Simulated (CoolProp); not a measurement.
Vapour-liquid equilibrium of R125 (1) + dimethyl ether (2) at 0.331 MPa; x and y are mole fractions of (1).

The numbers come from the multi-fluid Helmholtz-energy mixture model, Lemmon 2005 and Wu 2011; pair parameters Bell 2016 in CoolProp.

| x | bubble temperature (K) | y at the bubble point | dew temperature at overall composition x (K) | liquid density (mol/L) |
|---|---|---|---|---|
| 0.05 | 278.7 | 0.072 | 279.0 | 14.80 |
| 0.125 | 277.5 | 0.179 | 278.1 | 14.53 |
| 0.2 | 276.2 | 0.286 | 277.3 | 14.27 |
| 0.275 | 274.6 | 0.391 | 276.3 | 14.02 |
| 0.35 | 272.8 | 0.494 | 275.2 | 13.78 |
| 0.425 | 270.8 | 0.593 | 274.1 | 13.54 |
| 0.5 | 268.6 | 0.683 | 272.7 | 13.31 |
| 0.575 | 266.3 | 0.764 | 271.2 | 13.09 |
| 0.65 | 263.7 | 0.834 | 269.5 | 12.87 |
| 0.725 | 261.1 | 0.891 | 267.5 | 12.64 |
| 0.8 | 258.6 | 0.935 | 265.0 | 12.41 |
| 0.875 | 256.2 | 0.967 | 261.9 | 12.17 |
| 0.95 | 253.9 | 0.989 | 257.5 | 11.92 |

No azeotrope shows between x = 0.05 and 0.95.

Pair parameters are fitted to limited data, so mixtures are less certain than the pure fluids.
